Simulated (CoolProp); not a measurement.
Properties of R410A along the isobar 6.5 MPa (Tc = 71.3 °C, pc = 4.901 MPa, ω = 0.296).

The numbers come from the reference Helmholtz-energy equation of state, Lemmon 2003 in CoolProp. It is a pseudo-pure fit of the blend.

| T (°C) | phase | Joule-Thomson coefficient (K/MPa) | Prandtl number | fugacity coefficient |
|---|---|---|---|---|
| 60.75 | liquid | [?] | 2.41 | 0.4413 |
| 69.25 | liquid | 1.627 | [?] | 0.4976 |
| 77.75 | supercritical | 3.145 | 3.84 | 0.5533 |
| 86.25 | supercritical | 7.287 | 6.48 | [?] |
| 94.75 | supercritical | 8.892 | 2.88 | 0.6416 |
| 103.15 | supercritical | 8.712 | 1.94 | 0.6721 |
| 111.65 | supercritical | 8.249 | 1.56 | 0.6989 |
| 120.15 | supercritical | 7.742 | 1.36 | 0.7225 |
| 128.65 | supercritical | 7.250 | 1.24 | 0.7437 |
| 137.05 | supercritical | 6.794 | 1.15 | 0.7626 |
| 145.55 | supercritical | 6.368 | [?] | 0.7800 |

Question: Fill in the missing entries.

Answer: 
- 60.75, Joule-Thomson coefficient (K/MPa): 0.9775
- 69.25, Prandtl number: 2.75
- 86.25, fugacity coefficient: 0.6035
- 145.55, Prandtl number: 1.09

Viscosity comes from a separate model (Geller 2000). Thermal conductivity comes from a separate model (Geller 2001).
